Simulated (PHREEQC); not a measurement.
Consider water at 25 °C with 0.77 mol/kgw HCl and 0.23 mol/kgw H3BO3. It is in equilibrium with CO2 at log p = -3.4 (atm). Otherwise closed; pH follows from the charge balance.

Equilibrium calculation in PHREEQC: Pitzer model, pitzer.dat.

The pH is 0.10. The ionic strength comes out as 0.770 mol/kgw, the activity of water is 0.968 and the density is 1.015 g/cm³. The osmotic coefficient is 1.024 and the total alkalinity is -770 meq/kg.

```tsv
species	molality	activity	log γ
H+	0.770	0.788	0.010
Cl-	0.770	0.478	-0.207
B(OH)3	0.230	0.263	0.058
CO2	1.36e-5	1.36e-5	-0.003
B3O3(OH)4-	1.71e-9	7.31e-10	-0.370
```

No solid was allowed to form.
